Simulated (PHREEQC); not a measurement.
A column of 0.1 m (40 cells, dispersivity 0.0035 m, 300 s a shift, diffusion coefficient 3e-10 m²/s) holds 0.14 eq of the database's cation exchanger X per kg of pore water, first in equilibrium with 0.057 mol MgCl2, 0.034 mol MnCl2 and 1e-05 mol HCl per kg of water. It is flushed with 0.028 mol/kgw BaCl2, 0.001 mol/kgw KBr and 1e-05 mol/kgw HCl, at 40 °C. Values are for the last cell. The system is closed to CO2. Precipitation was switched off in this run.

Model: ion-association model, phreeqc.dat, run in PHREEQC.

Q: Predict Ba in solution (mol/kgw) at pore volumes = 0.5125, 1.262, 2.263, 2.513, 5.513.

A: 
```tsv
pore volumes	Ba in solution (mol/kgw)
0.5125	2.21e-12
1.262	3.23e-7
2.263	7.16e-5
2.513	0.000327
5.513	0.0279
```

At this temperature some constants are extrapolated from 25 °C, and those without enthalpy data are left unchanged.
